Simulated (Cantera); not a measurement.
Charge: 1 mol NH₃, 0.063 mol H₂O, 0.035 mol O₂, at 3225 °C and 173000 Torr.

Method: chemical equilibrium by Gibbs-energy minimisation in Cantera with the NASA 1993 tables (ideal gas, pure condensed phases). Candidate condensed phases: H₂O; 24 gas species. The ideal-gas law is rough above about 30 bar. Kinetics and transport are ignored.

Base state: H₂ 0.666, N₂ 0.238, H₂O 0.0619, H 0.0316, OH 0.00135, NH₃ 0.000312, NO 0.000111, NH₂ 6.81e-5 (mole fractions); condensed: gas only.

**Question.** What changes in the equilibrium state with this change: temperature from 3225 °C to 725 °C?

**Answer.** 
```json
[
 {"species": "H₂", "before": "0.666", "after": "0.665"},
 {"species": "N₂", "before": "0.238", "after": "0.233"},
 {"species": "H₂O", "before": "0.0619", "after": "0.0668"},
 {"species": "NH₃", "before": "0.000312", "after": "0.0355"},
 {"species": "H", "before": "0.0316", "after": "<1e-9"},
 {"species": "OH", "before": "0.00135", "after": "<1e-9"},
 {"species": "NO", "before": "0.000111", "after": "<1e-9"},
 {"species": "NH₂", "before": "6.81e-5", "after": "<1e-9"}
]
```

**Question.** What changes in the equilibrium state with this change: O₂ from 0.035 to 0.065 mol?

**Answer.** 
```tsv
species	before	after
H₂	0.666	0.638
N₂	0.238	0.238
H₂O	0.0619	0.0898
H	0.0316	0.0310
O	3.74e-5	5.66e-5
NO	0.000111	0.000168
OH	0.00135	0.00200
```

**Question.** What changes in the equilibrium state with this change: 0.019 mol Cl₂ added?

**Answer.** 
```csv
species,before,after
H₂,0.666,0.652
N₂,0.238,0.236
H₂O,0.0619,0.0613
HCl,0,0.0174
H,0.0316,0.0313
Cl,0,0.000554
NH₃,0.000312,0.000300
```
Further candidate phases: NH₄Cl.
